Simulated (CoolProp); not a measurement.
The fluid at 409.59 K and 1.02 MPa flows at 0.75 m/s in a round tube of 6 mm bore and 15 µm roughness, fully developed (64/Re and Nu = 3.66 if laminar; Colebrook and Gnielinski if turbulent). The same conditions are run with several fluids, on thermodynamics alone (safety and materials aside).

Values from CoolProp's reference Helmholtz-energy equation of state of each fluid (methane: Setzmann 1991; R410A: Lemmon 2003; c-C4F8 (RC318): Platzer 1990; propylene: Lemmon 2013; R22: Kamei 1995). The equations of Platzer and Polt are older, rougher fits. Blends and air are pseudo-pure fits.

```json
[
 {"fluid": "methane", "Reynolds number": "?", "Darcy friction factor": "0.0431", "pressure drop (Pa/m)": "9.76", "heat-transfer coefficient (W/(m² K))": "31.8", "mass flow (kg/h)": "0.368"},
 {"fluid": "R410A", "Reynolds number": "5690", "Darcy friction factor": "0.0389", "pressure drop (Pa/m)": "41.3", "heat-transfer coefficient (W/(m² K))": "?", "mass flow (kg/h)": "1.73"},
 {"fluid": "c-C4F8 (RC318)", "Reynolds number": "18400", "Darcy friction factor": "0.0310", "pressure drop (Pa/m)": "97.7", "heat-transfer coefficient (W/(m² K))": "206", "mass flow (kg/h)": "5.13"},
 {"fluid": "propylene", "Reynolds number": "5000", "Darcy friction factor": "?", "pressure drop (Pa/m)": "25.1", "heat-transfer coefficient (W/(m² K))": "?", "mass flow (kg/h)": "1.02"},
 {"fluid": "R22", "Reynolds number": "?", "Darcy friction factor": "?", "pressure drop (Pa/m)": "48.2", "heat-transfer coefficient (W/(m² K))": "77.2", "mass flow (kg/h)": "?"}
]
```

Problem. Fill in the missing entries.

Solution. 
- methane, Reynolds number: 1480
- R410A, heat-transfer coefficient (W/(m² K)): 78.0
- propylene, Darcy friction factor: 0.0401
- propylene, heat-transfer coefficient (W/(m² K)): 94.6
- R22, Reynolds number: 6510
- R22, Darcy friction factor: 0.0377
- R22, mass flow (kg/h): 2.08

Transport values come from each fluid's own correlations; those of c-C4F8 (RC318), propylene, R22 are estimates that may be off by 10 % or more.
